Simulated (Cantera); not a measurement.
Charge: 1 mol Ta(OEt)5, 4.3 mol O2, 7.3 mol H2, equilibrated at 1252 °C and 75.0 mbar.

These are equilibrium values from Cantera (NASA tables, ideal gas, pure condensed phases), not measurements of a reactor. Candidate condensed phases: C, C6H6, C7H8, C8H18, H2O, Ta, TaC, Ta2O5; 113 gas species. The feed counts by its element totals alone. The numbers say what is thermodynamically allowed, not how fast it happens.

Base state: H2 0.633, CO 0.330, H2O 0.0309, CO2 0.00598, H 6.88e-5 (mole fractions); condensed: Ta2O5(s).

### Question
What changes in the equilibrium state with this change: O2 from 4.3 to 0.24 mol?

### Answer
| species | before | after |
|---|---|---|
| H2 | 0.633 | 0.783 |
| CO | 0.330 | 0.217 |
| CH4 | 5.00e-8 | 0.000105 |
| H2O | 0.0309 | 1.83e-5 |
| CO2 | 0.00598 | 1.88e-6 |
| H | 6.88e-5 | 7.64e-5 |
| Ta2O5(s), mol | 0.500 | 0 |
| C(graphite), mol | 0 | 3.52 |
| TaC(s), mol | 0 | 1.00 |
TaC: taken at fixed stoichiometry. Condensed phases not in the tables: Ta2C.
